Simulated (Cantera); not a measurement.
Cantera run, input and output.

```python
import numpy as np
import cantera as ct

gas = ct.Solution("gri30.yaml")
gas.TPX = 1298, 500000, {'CO': 0.0027, 'O2': 0.009, 'H2O': 0.09, 'N2': 1}
reactor = ct.IdealGasConstPressureReactor(gas, energy="off", clone=False)
net = ct.ReactorNet([reactor])
net.rtol, net.atol = 1e-08, 1e-18
show = ['CO', 'O2', 'H2O', 'H2', 'O', 'CO2', 'H']
times = np.geomspace(0.0007, 2, 12)

steps = ct.SolutionArray(gas, extra=["t"])
rows = []
print(f"{'t/s':>10s}{'T/K':>9s}{'P/Pa':>11s}" + "".join(f"{s:>11s}" for s in show))
for t in times:
    while net.time < t:
        t_next = net.step()
        steps.append(gas.state, t=t_next)
    rows.append([np.interp(t, steps.t, y) for y in (steps.T, steps.P, *steps(*show).X.T)])
    print(f"{t:10.3e}{rows[-1][0]:9.1f}{rows[-1][1]:11.4g}" + "".join(f"{x:11.3e}" for x in rows[-1][2:]))
rate = np.gradient(steps.T, steps.t)
print("integrator steps:", len(steps.t))
if steps.T.max() > steps.T[0] + 200:
    print(f"time of steepest temperature rise: {steps.t[rate.argmax()]:.4e} s")
gas.TPX = 1298, 500000, {'CO': 0.0027, 'O2': 0.009, 'H2O': 0.09, 'N2': 1}
gas.equilibrate("TP")
print(f"equilibrium (TP): T = {gas.T:.1f} K  " + "  ".join(f"{s} {gas[s].X[0]:.3e}" for s in show))
```

Output:

```
       t/s      T/K       P/Pa         CO         O2        H2O         H2          O        CO2          H
 7.000e-04   1298.0      5e+05  2.434e-03  8.161e-03  8.168e-02  6.120e-06  3.472e-07  1.700e-05  4.050e-07
 1.443e-03   1298.0      5e+05  1.952e-03  7.959e-03  8.158e-02  1.031e-04  3.292e-06  4.991e-04  3.460e-06
 2.975e-03   1298.0      5e+05  9.869e-04  7.473e-03  8.165e-02  8.453e-05  1.935e-06  1.465e-03  1.911e-06
 6.132e-03   1298.0      5e+05  3.737e-04  7.149e-03  8.173e-02  3.560e-05  6.396e-07  2.080e-03  5.269e-07
 1.264e-02   1298.0      5e+05  9.959e-05  7.003e-03  8.177e-02  1.034e-05  1.995e-07  2.354e-03  1.044e-07
 2.606e-02   1298.0      5e+05  1.592e-05  6.959e-03  8.179e-02  1.865e-06  6.396e-08  2.438e-03  1.252e-08
 5.372e-02   1298.0      5e+05  1.483e-06  6.952e-03  8.179e-02  2.459e-07  2.123e-08  2.452e-03  1.023e-09
 1.107e-01   1298.0      5e+05  7.309e-08  6.952e-03  8.179e-02  5.228e-08  9.096e-09  2.454e-03  1.523e-10
 2.283e-01   1298.0      5e+05  2.612e-09  6.952e-03  8.179e-02  3.764e-08  6.671e-09  2.454e-03  9.627e-11
 4.706e-01   1298.0      5e+05  1.950e-09  6.952e-03  8.179e-02  3.703e-08  6.424e-09  2.454e-03  9.303e-11
 9.702e-01   1298.0      5e+05  1.947e-09  6.952e-03  8.179e-02  3.699e-08  6.404e-09  2.454e-03  9.278e-11
 2.000e+00   1298.0      5e+05  1.947e-09  6.952e-03  8.179e-02  3.699e-08  6.403e-09  2.454e-03  9.278e-11
integrator steps: 1040
equilibrium (TP): T = 1298.0 K  CO 1.952e-09  O2 6.913e-03  H2O 8.179e-02  H2 3.709e-08  O 6.385e-09  CO2 2.454e-03  H 9.291e-11
```

Detailed kinetics in Cantera: GRI-Mech 3.0 (53 species, 325 reactions).
